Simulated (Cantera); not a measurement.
Input: 1 mol SiH₄, 0.44 mol NH₃, 0.9 mol N₂, equilibrated at 1527 °C and 0.00550 bar.

These are equilibrium values from Cantera (NASA tables, ideal gas, pure condensed phases), not measurements of a reactor. Candidate condensed phases: Si, Si₃N₄; 18 gas species. The tables' values for SiN are old estimates; treat these amounts as uncertain. Gases not in the tables: Si₂H₆ and higher silanes. Kinetics and transport are ignored.

Base state: H₂ 0.700, N₂ 0.296, H 0.00404, Si 0.000577, SiH 4.09e-5, SiH₂ 2.09e-5, Si₂N 1.66e-5, SiN 1.03e-5 (mole fractions); condensed: Si(l).

Problem. What changes in the equilibrium state with this change: pressure from 0.00550 bar to 0.100 bar?

Solution. 
```json
[
 {"species": "H₂", "before": "0.700", "after": "0.853"},
 {"species": "N₂", "before": "0.296", "after": "0.146"},
 {"species": "H", "before": "0.00404", "after": "0.00105"},
 {"species": "Si", "before": "0.000577", "after": "2.27e-5"},
 {"species": "Si₂N", "before": "1.66e-5", "after": "1.40e-6"},
 {"species": "SiN", "before": "1.03e-5", "after": "1.21e-6"},
 {"species": "SiH", "before": "4.09e-5", "after": "7.57e-6"},
 {"species": "SiH₂", "before": "2.09e-5", "after": "1.83e-5"},
 {"species": "Si(l), mol", "before": "0.997", "after": "0"},
 {"species": "Si₃N₄(s), mol", "before": "0", "after": "0.333"}
]
```

Problem. What changes in the equilibrium state with this change: temperature from 1527 °C to 1050 °C?

Solution. 
```
species          before    after
-------------  --------  -------
H₂                0.700    0.854
N₂                0.296    0.146
H               0.00404  1.98e-5
SiH₂            2.09e-5  1.05e-9
Si             0.000577    <1e-9
SiH             4.09e-5    <1e-9
Si₂N            1.66e-5    <1e-9
Si(l), mol        0.997        0
Si₃N₄(s), mol         0    0.333
```

Problem. What changes in the equilibrium state with this change: SiH₄ replaced by SiH₂Cl₂?

Solution. 
| species | before | after |
|---|---|---|
| H₂ | 0.700 | 0.363 |
| N₂ | 0.296 | 0.296 |
| SiCl₂ | 0 | 0.186 |
| HCl | 0 | 0.148 |
| SiCl₃ | 0 | 0.00171 |
| SiCl | 0 | 0.000910 |
| Si(l), mol | 0.997 | 0.281 |
The tables' values for SiCl₃, SiCl, SiN are old estimates; treat these amounts as uncertain. Further candidate phases: NH₄Cl.
